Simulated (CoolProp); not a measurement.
The numbers come from the reference Helmholtz-energy equation of state, Thol 2018 in CoolProp.

Task: For hydrogen chloride, give the phase and the density (kg/m³), Joule-Thomson coefficient (K/MPa), isothermal compressibility (1/MPa), expansivity (1/kK) at 18.95 °C and 9.16 MPa; 33.85 °C and 9.16 MPa; 123.05 °C and 9.16 MPa.

Result: 
- 18.95 °C and 9.16 MPa: liquid; density 882, Joule-Thomson coefficient 0.270, isothermal compressibility 0.00729, expansivity 5.12
- 33.85 °C and 9.16 MPa: liquid; density 805, Joule-Thomson coefficient 0.674, isothermal compressibility 0.0140, expansivity 7.62
- 123.05 °C and 9.16 MPa: supercritical; density 131, Joule-Thomson coefficient 6.72, isothermal compressibility 0.141, expansivity 5.48
